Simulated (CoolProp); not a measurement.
A Linde-Hampson liquefier for ethylene: isothermal reversible compression at 320 K from 1 atm to 40 MPa, throttling to 1 atm, return gas leaving the recuperator 2 K below the feed. Each further row changes one setting.

Values from CoolProp's reference Helmholtz-energy equation of state, Smukala 2000.

```
case                        liquid yield per pass  compression work (kJ/kg of gas)
--------------------------  ---------------------  -------------------------------
as stated                                   0.425                              468
high pressure 80 MPa                          [?]                              [?]
warm-end temperature 350 K                    [?]                              539
warm-end gap 7 K                              [?]                              468
```

Problem. Complete the blanks.

Solution. 
- high pressure 80 MPa, liquid yield per pass: 0.382
- high pressure 80 MPa, compression work (kJ/kg of gas): 554
- warm-end temperature 350 K, liquid yield per pass: 0.359
- warm-end gap 7 K, liquid yield per pass: 0.418
